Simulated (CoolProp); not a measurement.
Model: reference Helmholtz-energy equation of state, Thol 2016, in CoolProp.

Give the vapour pressure (kPa), enthalpy of vaporisation (kJ/kg), vapour Z, surface tension (mN/m) of saturated R1234ze(E) at 298.9, 331.5, 364.2 K.


| T (K) | p (kPa) | enthalpy of vaporisation (kJ/kg) | vapour Z | surface tension (mN/m) |
|---|---|---|---|---|
| 298.9 | 510 | 166 | 0.869 | 8.82 |
| 331.5 | 1230 | 137 | 0.757 | 4.66 |
| 364.2 | 2530 | 91.4 | 0.574 | 1.25 |

Surface tension comes from a separate correlation (Mulero 2014).
